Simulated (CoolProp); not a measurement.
Cyclohexane along the isobar 4.82 MPa: fugacity coefficient from the reference equation and from simpler models built on Tc = 280.5 °C, pc = 4.081 MPa, ω = 0.209; each cubic takes its own stable root.

Computed with CoolProp (reference Helmholtz-energy equation of state, Zhou 2014).

```json
[
 {"T (°C)": "266.05", "phase": "liquid", "reference": "0.5183", "van der Waals": "0.5805", "Redlich-Kwong": "0.5372", "Peng-Robinson": "0.5087"},
 {"T (°C)": "272.85", "phase": "liquid", "reference": "0.5471", "van der Waals": "(withheld)", "Redlich-Kwong": "(withheld)", "Peng-Robinson": "0.5361"},
 {"T (°C)": "279.55", "phase": "liquid", "reference": "0.5752", "van der Waals": "0.6167", "Redlich-Kwong": "0.5853", "Peng-Robinson": "0.5624"},
 {"T (°C)": "286.25", "phase": "supercritical", "reference": "0.6023", "van der Waals": "0.6340", "Redlich-Kwong": "0.6079", "Peng-Robinson": "0.5875"},
 {"T (°C)": "292.95", "phase": "supercritical", "reference": "0.6272", "van der Waals": "0.6505", "Redlich-Kwong": "0.6288", "Peng-Robinson": "0.6102"},
 {"T (°C)": "299.75", "phase": "supercritical", "reference": "0.6477", "van der Waals": "(withheld)", "Redlich-Kwong": "0.6472", "Peng-Robinson": "0.6292"},
 {"T (°C)": "306.45", "phase": "supercritical", "reference": "(withheld)", "van der Waals": "0.6799", "Redlich-Kwong": "0.6623", "Peng-Robinson": "0.6451"},
 {"T (°C)": "313.15", "phase": "supercritical", "reference": "0.6789", "van der Waals": "0.6917", "Redlich-Kwong": "0.6756", "Peng-Robinson": "0.6594"},
 {"T (°C)": "319.95", "phase": "supercritical", "reference": "0.6923", "van der Waals": "0.7025", "Redlich-Kwong": "0.6880", "Peng-Robinson": "0.6728"},
 {"T (°C)": "326.65", "phase": "supercritical", "reference": "0.7045", "van der Waals": "0.7122", "Redlich-Kwong": "0.6993", "Peng-Robinson": "0.6851"},
 {"T (°C)": "333.35", "phase": "supercritical", "reference": "0.7159", "van der Waals": "0.7213", "Redlich-Kwong": "(withheld)", "Peng-Robinson": "0.6967"},
 {"T (°C)": "340.15", "phase": "supercritical", "reference": "0.7267", "van der Waals": "0.7299", "Redlich-Kwong": "0.7201", "Peng-Robinson": "0.7078"},
 {"T (°C)": "346.85", "phase": "supercritical", "reference": "0.7367", "van der Waals": "0.7380", "Redlich-Kwong": "0.7296", "Peng-Robinson": "0.7182"}
]
```

**Question.** Fill in the missing entries.

**Answer.** 
- 272.85, van der Waals: 0.5989
- 272.85, Redlich-Kwong: 0.5618
- 299.75, van der Waals: 0.6662
- 306.45, reference: 0.6643
- 333.35, Redlich-Kwong: 0.7099
